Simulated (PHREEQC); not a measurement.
A solution holds 0.15 mol BaCl2, 0.00073 mol CO2 and 0.00038 mol NaCl per kg of water, at 50 °C. Closed to the air; pH follows from the charge balance.

All values are PHREEQC results (ion-association model, phreeqc.dat), not measurements.

### Question
The ionic strength comes out as 0.450 mol/kgw. What activity coefficients do Ba+2, Cl-, Na+, H+, BaHCO3+ get?

### Answer
Ba+2 0.20, Cl- 0.64, Na+ 0.71, H+ 0.76, BaHCO3+ 0.72.

This is a speciation only: nothing precipitates in the calculation. Complexes and solids missing from the database can't appear. Away from 25 °C the constants follow the database's enthalpies or fits; those with neither stay at their 25 °C values.
